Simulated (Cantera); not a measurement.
A perfectly stirred reactor is fed with CH4 : H2O : H2 = 1 : 2.2 : 0.5 (molar parts), at 460000 Pa; it is held at 1700 K, and followed from long to short residence time.

Model: GRI-Mech 3.0 (53 species, 325 reactions), integrated in Cantera.

x: mole fraction; the columns are a selection and need not sum to one.

```json
[
 {"τ (s)": "24", "x CH4": "0.00789", "x H2O": "0.208", "x H2": "0.614", "x C2H4": "?", "x C2H": "2.95e-10"},
 {"τ (s)": "11", "x CH4": "0.0126", "x H2O": "0.217", "x H2": "0.604", "x C2H4": "?", "x C2H": "7.77e-10"},
 {"τ (s)": "5.1", "x CH4": "0.0187", "x H2O": "0.231", "x H2": "0.590", "x C2H4": "?", "x C2H": "1.79e-9"},
 {"τ (s)": "2.3", "x CH4": "0.0263", "x H2O": "0.252", "x H2": "0.568", "x C2H4": "?", "x C2H": "3.79e-9"},
 {"τ (s)": "1.1", "x CH4": "0.0344", "x H2O": "0.279", "x H2": "0.543", "x C2H4": "?", "x C2H": "6.87e-9"},
 {"τ (s)": "0.48", "x CH4": "0.0442", "x H2O": "0.318", "x H2": "0.506", "x C2H4": "?", "x C2H": "1.19e-8"},
 {"τ (s)": "0.22", "x CH4": "0.0545", "x H2O": "0.362", "x H2": "0.466", "x C2H4": "?", "x C2H": "1.80e-8"},
 {"τ (s)": "0.10", "x CH4": "0.0672", "x H2O": "0.408", "x H2": "0.422", "x C2H4": "0.00420", "x C2H": "2.41e-8"},
 {"τ (s)": "0.046", "x CH4": "0.0841", "x H2O": "0.452", "x H2": "0.377", "x C2H4": "0.00449", "x C2H": "2.84e-8"},
 {"τ (s)": "0.021", "x CH4": "0.108", "x H2O": "0.489", "x H2": "0.331", "x C2H4": "0.00439", "x C2H": "2.93e-8"},
 {"τ (s)": "0.0095", "x CH4": "0.138", "x H2O": "0.520", "x H2": "0.285", "x C2H4": "0.00412", "x C2H": "2.62e-8"}
]
```

### Question
What belongs in the gaps?

### Answer

- 24, x C2H4: 8.30e-5
- 11, x C2H4: 0.000213
- 5.1, x C2H4: 0.000475
- 2.3, x C2H4: 0.000956
- 1.1, x C2H4: 0.00162
- 0.48, x C2H4: 0.00258
- 0.22, x C2H4: 0.00350
